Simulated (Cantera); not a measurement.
Feed: 1 mol CO2, a varied amount of H2, equilibrated at 1502 °C and 35000 Pa.

Equilibrium computed with Cantera from the NASA thermochemical tables; the gas is ideal and each condensed phase is pure. Candidate condensed phases: C, C6H6, C7H8, C8H18, H2O; 110 gas species. Rates play no part.

x: gas mole fraction; nothing condenses.

```csv
n(H2) (mol),x H2,x CO2,x CO,x H2O,x H,x OH
0.12,0.00365,0.789,0.104,0.103,2.95e-5,5.22e-5
0.25,?,?,?,?,?,?
0.53,?,?,?,?,?,?
1.1,0.196,0.148,0.328,0.328,0.000216,2.26e-5
2.3,0.436,0.0420,0.261,0.261,0.000323,1.20e-5
4.8,0.665,0.0106,0.162,0.162,0.000399,6.04e-6
10,0.820,0.00256,0.0883,0.0883,0.000443,2.97e-6
```

**Question.** What belongs in the gaps?

**Answer.** 
- 0.25, x H2: 0.0150
- 0.25, x CO2: 0.615
- 0.25, x CO: 0.185
- 0.25, x H2O: 0.185
- 0.25, x H: 5.98e-5
- 0.25, x OH: 4.61e-5
- 0.53, x H2: 0.0600
- 0.53, x CO2: 0.367
- 0.53, x CO: 0.286
- 0.53, x H2O: 0.286
- 0.53, x H: 0.000120
- 0.53, x OH: 3.56e-5
